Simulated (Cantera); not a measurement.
What does this Cantera script print?

```python
import numpy as np
import cantera as ct

gas_names = """
    CL CL2 H HCL H2 Si SiCL SiCL2 SiCL3 SiCL4 SiH SiHCL3 SiH2 SiH2CL2 SiH3 SiH3CL SiH4 Si2 Si3
""".split()
cond_names = """
    Si(cr) Si(L)
""".split()


# ... load() reads the species with a 1 bar reference pressure and builds the phases ...
atoms = {
    'SiH2Cl2': {'Si': 1, 'H': 2, 'CL': 2},
    'HCl': {'H': 1, 'CL': 1},
    'H2': {'H': 2},
}
top_T = {}  # K; cautious upper limits of use, not melting points


# ... equilibrate(T, P, feed) seeds the gas with the atoms and calls Mixture.equilibrate('TP', solver="vcs", rtol=1e-11, max_steps=5000) ...
results = []
feed = {'SiH2Cl2': 1, 'HCl': 0.056, 'H2': 1.6}  # mol
T = 2498  # K
P = 133.322  # Pa
mix = equilibrate(T, P, feed)
results.append((T, P, feed, dict(zip(mix.species_names, mix.species_moles))))
x = sorted(zip(gas.X, gas.species_names), reverse=True)
print(f"T = {T:g} K  P = {P:g} Pa  gas = {mix.phase_moles(0):.4g} mol")
print("   x: " + "  ".join(f"{s} {v:.3e}" for v, s in x if v > 0.001))
print("   condensed (mol): " + ("  ".join(f"{mix.phase(i).name} {mix.phase_moles(i):.4g}"
      for i in range(1, mix.n_phases) if mix.phase_moles(i) > 1e-12) or "none"))
```

Result:

```
T = 2498 K  P = 133.322 Pa  gas = 6.008 mol
   x: H 3.092e-01  H2 2.052e-01  CL 1.647e-01  HCL 1.547e-01  Si 1.500e-01  SiCL 8.090e-03  SiCL2 7.357e-03
   condensed (mol): none
```

Cantera equilibrium calculation (NASA polynomials, part measured and part estimated; ideal gas, pure solids and liquids). The tables' values for SiCl are old estimates; treat these amounts as uncertain.
